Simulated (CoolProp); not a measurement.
Computed with CoolProp (reference Helmholtz-energy equation of state, Akasaka 2023).

Problem. Give the vapour pressure (MPa), liquid density (kg/m³), enthalpy of vaporisation (kJ/kg), vapour Z of saturated R1336mzz(E) at 2.85, 64.55 °C.

Solution. 
```tsv
T (°C)	p (MPa)	liquid density (kg/m³)	enthalpy of vaporisation (kJ/kg)	vapour Z
2.85	0.0823	1390	156	0.958
64.55	0.644	1190	120	0.816
```
